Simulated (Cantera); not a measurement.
An isothermal plug-flow reactor at 998 K and 0.523 atm (inlet), inlet velocity 0.057 m/s, active area per volume 640 1/m; feed CO : O₂ : N₂ : H₂O = 0.016 : 0.032 : 0.79 : 0.013 (molar parts), equivalence ratio 0.25.

Model: Deutschmann's 1995 Pt surface mechanism with GRI-Mech 3.0 gas chemistry, integrated in Cantera. Catalytic surfaces can have several steady states; this one follows from the mechanism file's or the stated starting coverage. Mass transfer to the wall is taken as infinitely fast.

What does this change do: temperature 998 to 550 K?


```tsv
quantity	before	after
x(CO) at z = 0.021 m	<1e-12	0.0178
x(O₂) at z = 0.021 m	0.0285	0.0371
x(H₂O) at z = 0.021 m	0.0154	0.0153
x(CO₂) at z = 0.021 m	0.0190	0.00102
θ(free Pt) at the exit	0.299	0.00256
θ(O*) at the exit	0.699	0.00178
```
